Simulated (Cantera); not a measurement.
Feed: 1 mol B2H6, 3.3 mol O2, 17 mol N2, at 1075 K and 233 Torr.

Method: chemical equilibrium by Gibbs-energy minimisation in Cantera with the NASA 1993 tables (ideal gas, pure condensed phases). Candidate condensed phases: B, BN, B2O3, B3O3H3, H2O; 39 gas species. The feed counts by its element totals alone. Gases not in the tables: H3BO3. The numbers say what is thermodynamically allowed, not how fast it happens.

Base state: N2 0.838, H2O 0.147, O2 0.0148, (HBO2)3 0.000611, HBO2 7.74e-5, NO 1.84e-5 (mole fractions); condensed: B2O3(l).

Task: What changes in the equilibrium state with this change: temperature from 1075 K to 2048.15 K?

Result: 
```json
[
 {"species": "N2", "before": "0.838", "after": "0.796"},
 {"species": "H2O", "before": "0.147", "after": "0.0999"},
 {"species": "HBO2", "before": "7.74e-5", "after": "0.0783"},
 {"species": "O2", "before": "0.0148", "after": "0.0124"},
 {"species": "B2O3", "before": "<1e-9", "after": "0.00691"},
 {"species": "BO2", "before": "<1e-9", "after": "0.00161"},
 {"species": "H2", "before": "1.52e-9", "after": "0.000662"},
 {"species": "B2O3(l), mol", "before": "0.981", "after": "0"}
]
```
